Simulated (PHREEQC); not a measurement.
Model water analysis in mg/kgw, 40 °C, pH 6.29, pe 12: Na 1730; K 473; Ca 39.6; Mg 66.1; Cl 2580; S(6) as SO4 844; Alkalinity as HCO3 203; Cu(2) 2.78.

Valence states are taken as typed.

Model: ion-association model, wateq4f.dat, run in PHREEQC.

The ionic strength comes out as 0.101 mol/kgw and the charge-balance error is 0.7 %.

```tsv
species	molality	activity	log γ
Na+	0.0742	0.0576	-0.110
Cl-	0.0728	0.0552	-0.120
K+	0.0118	0.00898	-0.120
SO4-2	0.00673	0.00244	-0.440
HCO3-	0.00316	0.00248	-0.106
CO2	0.00247	0.00253	0.010
```

No solid was allowed to form. Saturation is exceeded, for instance for Malachite, Atacamite; the values hold only as long as no solid forms. Complexes and solids missing from the database can't appear. Away from 25 °C the constants follow the database's enthalpies or fits; those with neither stay at their 25 °C values.
